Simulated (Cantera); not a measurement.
Input: 1 mol PH3, 0.31 mol H2, at 57.0 Pa.

These are equilibrium values from Cantera (NASA tables, ideal gas, pure condensed phases), not measurements of a reactor. Candidate condensed phases: P; 7 gas species. The numbers say what is thermodynamically allowed, not how fast it happens. All values below are at 975 °C.

Base state: H2 0.784, P2 0.215, P4 0.00109, H 1.73e-5 (mole fractions); condensed: gas only.

**Question.** What changes in the equilibrium state with this change: pressure from 57.0 Pa to 0.220 bar?

**Answer.** 
| species | before | after |
|---|---|---|
| H2 | 0.784 | 0.840 |
| P2 | 0.215 | 0.0885 |
| P4 | 0.00109 | 0.0717 |
| PH3 | 4.07e-7 | 0.000112 |
| H | 1.73e-5 | 9.12e-7 |
